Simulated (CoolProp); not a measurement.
Vapour-liquid equilibrium of CHF3 (R23) (1) + CH2F2 (R32) (2) at -69.75 °C; x and y are mole fractions of (1).

Model: multi-fluid Helmholtz-energy mixture model, Penoncello 2003 and Tillner-Roth 1997; pair parameters Bell 2016, in CoolProp.

```csv
x,"bubble pressure, mixture model (kPa)","bubble pressure, Raoult's law (kPa)","y, mixture model","y, Raoult's law"
0.05,___,44.61,0.219,0.220
0.15,61.14,60.56,___,0.486
0.25,___,76.51,0.636,0.641
0.35,93.52,92.46,0.736,0.742
0.45,109.5,108.4,___,0.814
0.55,___,124.4,0.859,0.867
0.65,140.9,140.3,0.901,0.909
0.75,156.5,156.3,___,0.941
0.85,172.1,172.2,___,0.968
0.95,___,188.2,0.988,0.990
```

**Question.** Complete the blanks.

**Answer.** 
- 0.05, bubble pressure, mixture model (kPa): 44.80
- 0.15, y, mixture model: 0.483
- 0.25, bubble pressure, mixture model (kPa): 77.41
- 0.45, y, mixture model: 0.806
- 0.55, bubble pressure, mixture model (kPa): 125.2
- 0.75, y, mixture model: 0.935
- 0.85, y, mixture model: 0.963
- 0.95, bubble pressure, mixture model (kPa): 188.0

The largest gap from Raoult's law is +1.2 % in bubble pressure, at x = 0.25. No azeotrope shows between x = 0.05 and 0.95.

The pair parameters rest on a limited set of measurements; away from them the model extrapolates.
